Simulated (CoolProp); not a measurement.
Properties of hydrogen chloride along the isotherm 538.3 K.

Computed with CoolProp (reference Helmholtz-energy equation of state, Thol 2018).

```
p (MPa)          phase  density (kg/m³)  cp (kJ/(kg K))  cv (kJ/(kg K))  speed of sound (m/s)  expansivity (1/kK)
-------  -------------  ---------------  --------------  --------------  --------------------  ------------------
1.13               gas            9.296          0.8205          0.5799                 412.7               1.927
2.27               gas            18.86          0.8356          0.5820                 411.8               1.997
3.4                gas            28.51          0.8509          0.5842                 411.1               2.067
4.53               gas            38.34          0.8667          0.5863                 410.6               2.137
5.67               gas            48.41          0.8829          0.5885                 410.3               2.208
6.8                gas            58.56          0.8992          0.5907                 410.2                   ?
7.94               gas            68.95          0.9160          0.5930                 410.2               2.347
9.07     supercritical                ?          0.9329          0.5953                 410.5               2.415
10.2     supercritical            89.96               ?          0.5976                 411.0               2.482
11.3     supercritical                ?          0.9666          0.5999                 411.6                   ?
12.5     supercritical            111.8               ?               ?                 412.5               2.613
```

**Question.** What belongs in the gaps?

**Answer.** 
- 6.8, expansivity (1/kK): 2.277
- 9.07, density (kg/m³): 79.39
- 10.2, cp (kJ/(kg K)): 0.9499
- 11.3, density (kg/m³): 100.4
- 11.3, expansivity (1/kK): 2.546
- 12.5, cp (kJ/(kg K)): 0.9850
- 12.5, cv (kJ/(kg K)): 0.6024
